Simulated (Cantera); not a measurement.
A closed system holds: 1 mol Fe3O4, 390 mol H2, 64 mol N2, held at 0.00930 bar.

These are equilibrium values from Cantera (NASA tables, ideal gas, pure condensed phases), not measurements of a reactor. Candidate condensed phases: Fe, FeO, Fe(OH)2, Fe(OH)3, Fe2O3, Fe3O4, H2O; 27 gas species. Rates play no part.

**Question.** What share of the Fe ends up in condensed phases as a function of T (K), at 1375, 1475, 1575, 1675, 1775, 1875, 1975?

**Answer.** 
```csv
T (K),Fe condensed (%),as
1375,100.0,Fe(γ)
1475,99.9,Fe(γ)
1575,98.9,Fe(γ)
1675,93.2,Fe(δ)
1775,66.7,Fe(δ)
1875,0.0,-
1975,0.0,-
```
